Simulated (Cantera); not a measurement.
Input: 1 mol Ta, 0.68 mol CH₄, 6.3 mol CO₂, at 101000 Pa.

Method: chemical equilibrium by Gibbs-energy minimisation in Cantera with the NASA 1993 tables (ideal gas, pure condensed phases). Candidate condensed phases: C, C₆H₆, C₇H₈, C₈H₁₈, H₂O, Ta, TaC, Ta₂O₅; 113 gas species. Rates play no part.

log p: log10 of the partial pressure in bar; n: condensed amount in mol.

| T (K) | log p CO | log p CO₂ | log p H₂O | log p H₂ | log p H | log p OH | n Ta₂O₅(s) | n Ta₂O₅(l) |
|---|---|---|---|---|---|---|---|---|
| 1175 | -0.27 | -0.51 | -1.16 | -1.02 | (withheld) | -9.71 | 0.500 | 0 |
| 1275 | -0.26 | -0.52 | -1.10 | -1.06 | (withheld) | -8.64 | 0.500 | 0 |
| 1375 | -0.26 | -0.53 | -1.06 | -1.10 | (withheld) | -7.72 | 0.500 | 0 |
| 1475 | -0.25 | -0.54 | -1.03 | -1.14 | (withheld) | -6.93 | 0.500 | 0 |
| 1575 | -0.25 | -0.55 | -1.01 | -1.17 | (withheld) | -6.25 | 0.500 | 0 |
| 1675 | -0.24 | -0.56 | -0.99 | -1.20 | (withheld) | -5.64 | 0.500 | 0 |
| 1775 | -0.24 | -0.56 | -0.98 | -1.22 | (withheld) | -5.11 | 0.500 | 0 |
| 1875 | -0.24 | -0.57 | -0.96 | -1.25 | (withheld) | -4.63 | 0.500 | 0 |
| 1975 | -0.24 | -0.57 | -0.95 | -1.27 | (withheld) | -4.20 | 0.500 | 0 |
| 2075 | -0.23 | -0.58 | -0.95 | -1.29 | (withheld) | -3.82 | 0 | 0.500 |
| 2175 | -0.23 | -0.58 | -0.94 | -1.31 | (withheld) | -3.47 | 0 | 0.500 |
| 2275 | -0.23 | -0.58 | -0.93 | -1.33 | (withheld) | -3.15 | 0 | 0.500 |
| 2375 | -0.23 | -0.59 | -0.93 | -1.34 | (withheld) | -2.86 | 0 | 0.500 |
| 2475 | -0.23 | -0.59 | -0.93 | -1.36 | (withheld) | -2.60 | 0 | 0.500 |

Some entries are withheld; supply them.


- 1175, log p H: -7.42
- 1275, log p H: -6.66
- 1375, log p H: -6.02
- 1475, log p H: -5.46
- 1575, log p H: -4.97
- 1675, log p H: -4.53
- 1775, log p H: -4.15
- 1875, log p H: -3.81
- 1975, log p H: -3.50
- 2075, log p H: -3.22
- 2175, log p H: -2.97
- 2275, log p H: -2.73
- 2375, log p H: -2.52
- 2475, log p H: -2.33
